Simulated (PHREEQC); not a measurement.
## Geothermal or formation water: speciation

A made-up water analysis in mg/L, 55 °C, pH 6.23, pe 1.2:

| constituent | mg/L |
|---|---|
| Na | 3920 |
| K | 4.76 |
| Ca | 240 |
| Mg | 136 |
| Cl | 6500 |
| S(6) as SO4 | 697 |
| Alkalinity as HCO3 | 0.176 |
| Br | 127 |
| Fe(2) | 1.79 |

Cl is adjusted to close the charge balance.
Valence states are taken as typed.

Equilibrium calculation in PHREEQC: ion-association model, phreeqc.dat.

```yaml
ionic_strength: 0.207 mol/kgw
activity_of_water: 0.994
specific_conductance: 32800 µS/cm
density: 0.994 g/cm³
```

```tsv
species	molality	activity	log γ
Cl-	0.180	0.126	-0.155
Na+	0.171	0.126	-0.135
Ca+2	0.00561	0.00168	-0.525
Mg+2	0.00478	0.00153	-0.495
SO4-2	0.00471	0.00128	-0.567
Br-	0.00161	0.00109	-0.169
NaSO4-	0.00130	0.000954	-0.135
MgSO4	0.000880	0.000923	0.021
CaSO4	0.000445	0.000466	0.021
K+	0.000121	8.45e-5	-0.157
Fe+2	2.74e-5	8.38e-6	-0.515
HCO3-	3.19e-6	2.34e-6	-0.135
FeSO4	2.98e-6	3.13e-6	0.021
CO2	2.55e-6	2.68e-6	0.021
FeCl+	1.99e-6	1.46e-6	-0.135
```

This is a speciation only: nothing precipitates in the calculation. At this temperature some constants are extrapolated from 25 °C, and those without enthalpy data are left unchanged.
